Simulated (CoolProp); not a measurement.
n-hexane at several states: Z from the reference equation and from simpler models built on Tc = 507.8 K, pc = 3.044 MPa, ω = 0.300; each cubic takes its own stable root.

Model: reference Helmholtz-energy equation of state, Thol 2019, in CoolProp.

| T (K) | p (MPa) | phase | reference | van der Waals | Soave-Redlich-Kwong | Peng-Robinson |
|---|---|---|---|---|---|---|
| 484.4 | 2.01 | gas | [?] | 0.7061 | 0.6412 | [?] |
| 355.5 | 0.173 | liquid | 0.008411 | [?] | 0.009354 | [?] |
| 568 | 3.49 | supercritical | [?] | [?] | 0.7012 | [?] |

### Question
What belongs in the gaps?

### Answer

- 484.4, reference: 0.6191
- 484.4, Peng-Robinson: 0.6173
- 355.5, van der Waals: 0.9597
- 355.5, Peng-Robinson: 0.008263
- 568, reference: 0.6826
- 568, van der Waals: 0.6513
- 568, Peng-Robinson: 0.6713

At some of these states van der Waals gives the other phase, because its saturation line lies elsewhere.
